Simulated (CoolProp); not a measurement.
Vapour-liquid equilibrium of R125 (1) + R143a (2) at 1.56 MPa; x and y are mole fractions of (1).

Computed with CoolProp (multi-fluid Helmholtz-energy mixture model, Lemmon 2005 and Lemmon and Jacobsen 2000; pair parameters Lemmon 2004).

| x | bubble temperature, mixture model (K) | bubble temperature, Raoult's law (K) | y, mixture model | y, Raoult's law |
|---|---|---|---|---|
| 0.05 | 306.5 | 306.3 | 0.051 | 0.054 |
| 0.125 | 306.4 | 306.0 | 0.127 | 0.135 |
| 0.2 | 306.3 | 305.8 | 0.204 | 0.215 |
| 0.275 | 306.1 | 305.5 | 0.282 | 0.293 |
| 0.35 | 305.9 | 305.2 | 0.360 | 0.371 |
| 0.425 | 305.7 | 304.9 | 0.437 | 0.447 |
| 0.5 | 305.5 | 304.7 | 0.514 | 0.523 |
| 0.575 | 305.2 | 304.4 | 0.591 | 0.597 |
| 0.65 | 304.9 | 304.1 | 0.666 | 0.670 |
| 0.725 | 304.5 | 303.9 | 0.741 | 0.743 |
| 0.8 | 304.1 | 303.6 | 0.814 | 0.814 |
| 0.875 | 303.7 | 303.4 | 0.885 | 0.884 |
| 0.95 | 303.2 | 303.1 | 0.955 | 0.954 |

The largest gap from Raoult's law is +0.8 K in bubble temperature, at x = 0.5. No azeotrope shows between x = 0.05 and 0.95.

Pair parameters are fitted to limited data, so mixtures are less certain than the pure fluids.
